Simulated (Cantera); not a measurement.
**SiH2Cl2 + NH3 (silicon nitride deposition)**

Charge: 1 mol SiH2Cl2, 18 mol NH3, equilibrated at 100 Torr.

These are equilibrium values from Cantera (NASA tables, ideal gas, pure condensed phases), not measurements of a reactor. Candidate condensed phases: NH4Cl, Si, Si3N4; 28 gas species. The tables' values for SiCl, SiCl3, SiN are old estimates; treat these amounts as uncertain. Gases not in the tables: Si2H6 and higher silanes. Kinetics and transport are ignored.

```
T (K)   x H2   x N2   x HCl   x SiCl2       x H      x Si    x SiCl      x Cl  n Si3N4(s)  n Si(l)
-----  -----  -----  ------  --------  --------  --------  --------  --------  ----------  -------
798    0.723  0.223  0.0535  1.37e-12  6.21e-12    <1e-12    <1e-12    <1e-12       0.333        0
948    0.723  0.223  0.0535  7.83e-10   1.22e-9    <1e-12    <1e-12  8.61e-11       0.333        0
1098   0.723  0.223  0.0536   7.77e-8   5.76e-8    <1e-12    <1e-12   3.82e-9       0.333        0
1248   0.723  0.223  0.0535   2.51e-6   1.09e-6    <1e-12  3.24e-12   6.89e-8       0.333        0
1398   0.723  0.223  0.0535   3.77e-5   1.10e-5  1.89e-11  8.04e-10   6.71e-7       0.333        0
1548   0.723  0.223  0.0529  0.000322   7.17e-5   5.98e-9   6.66e-8   4.19e-6       0.329        0
1698   0.724  0.224  0.0500   0.00169  0.000337   6.71e-7   2.37e-6   1.81e-5       0.312        0
1848   0.725  0.226  0.0425   0.00529   0.00124   3.45e-5   4.12e-5   5.51e-5       0.265        0
1998   0.713  0.236  0.0409   0.00562   0.00371  0.000319  0.000169  0.000158           0    0.758
```
x: gas mole fraction; n: condensed amount in mol.

From 798 K to 1848 K the condensed part is Si3N4(s). At 1998 K the condensed part is Si(l). The main Si-bearing gas is SiCl4 at 798 K and SiCl2 at 1998 K.
